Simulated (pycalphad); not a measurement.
Source of the numbers: pycalphad with the COST 507 light-alloy database (1999); pressure 1 atm. The data set is of 1999 and partly superseded. Phase fractions are per mole of atoms.

Give the equilibrium state of Si-1.3Sn (at.%) at 575 K.

diamond (Si), fraction 0.987, with <0.01 Sn at.%; liquid, fraction 0.013, with >99.99 Sn at.%.

Give the equilibrium state of Si-1.3Sn (at.%) at 500 K.

diamond (Si), fraction 0.987, with <0.01 Sn at.%; bct (Sn), fraction 0.013, with 100 Sn at.%.
